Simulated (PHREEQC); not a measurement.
Make-up at 25 °C: 0.014 mol/kgw NaOH, 0.0017 mol/kgw H3BO3 and 0.00021 mol/kgw Na2CO3. Closed to the air; pH follows from the charge balance.

Computed with PHREEQC (ion-association model, phreeqc.dat).

```
quantity                   before    after
------------------------  -------  -------
pH                          12.03    11.68
ionic strength (mol/kgw)   0.0146  0.00759
H3BO3 (mol/kgw)           2.43e-6  5.61e-6
```

Q: Name the change that produced these shifts.
(A) NaOH from 0.014 to 0.007 mol/kgw
(B) Na2CO3 replaced by NaHSO4 at the same molality
(C) Na2CO3 left out

A: A, NaOH from 0.014 to 0.007 mol/kgw

Precipitation was switched off in this run.
